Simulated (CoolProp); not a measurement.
Computed with CoolProp (reference Helmholtz-energy equation of state, Platzer 1990). This equation is an older, rougher fit; its heat capacities, sound speeds and derivatives of the liquid may be far off and weren't checked against measurements.

### Question
Give the vapour pressure (kPa), vapour density (kg/m³), surface tension (mN/m) of saturated R114 at 351.6, 364.1, 370.3 K.

### Answer
| T (K) | p (kPa) | vapour density (kg/m³) | surface tension (mN/m) |
|---|---|---|---|
| 351.6 | 899 | 65.7 | 5.25 |
| 364.1 | 1180 | 88.2 | 4.05 |
| 370.3 | 1340 | 102 | 3.48 |

Surface tension comes from a separate correlation (Mulero 2012).
